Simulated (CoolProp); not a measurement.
A single-stage vapour-compression cycle with ethane: evaporating at 225.15 K (dew point), condensing at 265.15 K (bubble point), superheat 8 K, subcooling 5 K, compressor efficiency 0.75, no pressure losses. Each further row changes one setting.

The numbers come from the reference Helmholtz-energy equation of state, Bücker 2006 in CoolProp.

```tsv
case	cooling COP	pressure ratio	discharge temperature (K)	refrigerating effect (kJ/kg)	volumetric capacity (kJ/m³)
as stated	3.39	3.30	306.4	339	3470
evaporating temperature 230.15 K	___	___	301.4	___	4150
condensing temperature 260.15 K	4.01	2.90	298.1	354	3630
subcooling 10 K	3.54	3.30	306.4	354	3630
superheat 18 K	___	3.30	317.5	___	___
compressor efficiency 0.65	2.94	3.30	___	339	3470
```

**Question.** What belongs in the gaps?

**Answer.** 
- evaporating temperature 230.15 K, cooling COP: 4.04
- evaporating temperature 230.15 K, pressure ratio: 2.78
- evaporating temperature 230.15 K, refrigerating effect (kJ/kg): 343
- superheat 18 K, cooling COP: 3.36
- superheat 18 K, refrigerating effect (kJ/kg): 356
- superheat 18 K, volumetric capacity (kJ/m³): 3450
- compressor efficiency 0.65, discharge temperature (K): 313.7
